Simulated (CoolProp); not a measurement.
Vapour-liquid equilibrium of isobutane (1) + isobutene (2) at 196.5 K; x and y are mole fractions of (1).

Computed with CoolProp (multi-fluid Helmholtz-energy mixture model, Bücker 2006 and Lemmon 2005; pair parameters Bell 2016).

Give the bubble pressure and the first vapour's composition at x = 0.125, 0.575, 0.875. Is there an azeotrope?

x = 0.125: 0.02226 bar, y = 0.180; x = 0.575: 0.02642 bar, y = 0.652; x = 0.875: 0.02860 bar, y = 0.901. No azeotrope shows between x = 0.05 and 0.95.

Pair parameters are fitted to limited data, so mixtures are less certain than the pure fluids.
